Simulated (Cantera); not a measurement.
A Cantera script and its output.

```python
import numpy as np
import cantera as ct

gas = ct.Solution("gri30.yaml")
gas.TPX = 325, 28000, {'CH4': 1, 'O2': 1.54, 'N2': 4.31, 'H2O': 0.16}
flame = ct.FreeFlame(gas, width=0.098)
flame.set_refine_criteria(ratio=3, slope=0.08, curve=0.16)
flame.transport_model = "mixture-averaged"
flame.solve(loglevel=0, auto=True)
z, T = flame.grid, flame.T
thick = (T[-1] - T[0]) / np.gradient(T, z).max()
show = ['CH4', 'O2', 'H2O', 'C2H', 'NO', 'NO2']
print(f"laminar burning velocity  {flame.velocity[0] * 100:.3f} cm/s")
print(f"burnt temperature         {T[-1]:.1f} K")
print(f"thermal thickness         {thick * 1e3:.4f} mm")
print(f"grid points               {len(z)}")
z0 = z[flame.heat_release_rate.argmax()]
print(f"{'z/mm':>9s}{'T/K':>9s}{'u/(m/s)':>9s}" + "".join(f"{s:>11s}" for s in show))
rows = []
for k in (-3, -2, -1.5, -1, -0.5, -0.25, 0, 0.25, 0.5, 1, 2, 4, 8):
    zz = z0 + k * thick
    rows.append([k * thick, np.interp(zz, z, T), np.interp(zz, z, flame.velocity),
                 *(np.interp(zz, z, flame.X[gas.species_index(s)]) for s in show)])
    print(f"{rows[-1][0] * 1e3:9.3f}{rows[-1][1]:9.1f}{rows[-1][2]:9.3f}" + "".join(f"{x:11.3e}" for x in rows[-1][3:]))
```

Output:

```
laminar burning velocity  69.048 cm/s
burnt temperature         2265.5 K
thermal thickness         1.0800 mm
grid points               154
     z/mm      T/K  u/(m/s)        CH4         O2        H2O        C2H         NO        NO2
   -3.240    325.0    0.691  1.425e-01  2.195e-01  2.280e-02  2.567e-31  4.120e-11  1.357e-11
   -2.160    325.7    0.695  1.420e-01  2.188e-01  2.280e-02  5.124e-27  1.014e-09  4.314e-10
   -1.620    331.0    0.710  1.408e-01  2.174e-01  2.320e-02  2.885e-24  9.908e-09  5.022e-09
   -1.080    411.2    0.894  1.339e-01  2.106e-01  3.091e-02  8.437e-19  2.411e-07  8.752e-08
   -0.540    983.7    2.205  9.133e-02  1.632e-01  8.910e-02  7.542e-11  4.199e-06  3.452e-08
   -0.270   1458.4    3.331  4.888e-02  1.098e-01  1.417e-01  3.832e-08  9.679e-06  1.759e-08
    0.000   1853.0    4.293  1.317e-02  5.400e-02  1.898e-01  1.183e-06  1.916e-05  5.412e-09
    0.270   2035.9    4.733  1.627e-03  2.144e-02  2.145e-01  2.012e-06  3.327e-05  1.146e-09
    0.540   2084.5    4.836  1.284e-04  9.021e-03  2.221e-01  5.343e-07  4.655e-05  8.149e-10
    1.080   2104.6    4.861  7.650e-07  3.668e-03  2.225e-01  1.021e-08  5.997e-05  9.529e-10
    2.160   2120.1    4.883  2.034e-10  2.752e-03  2.215e-01  9.033e-12  6.697e-05  1.051e-09
    4.320   2140.9    4.922  1.699e-14  2.338e-03  2.229e-01  9.160e-16  7.101e-05  1.149e-09
    8.640   2170.5    4.980  5.020e-15  1.800e-03  2.255e-01  4.220e-20  7.681e-05  1.315e-09
```

Detailed kinetics in Cantera: GRI-Mech 3.0 (53 species, 325 reactions). Burning velocities carry a grid error of a few per cent, more on coarse grids.
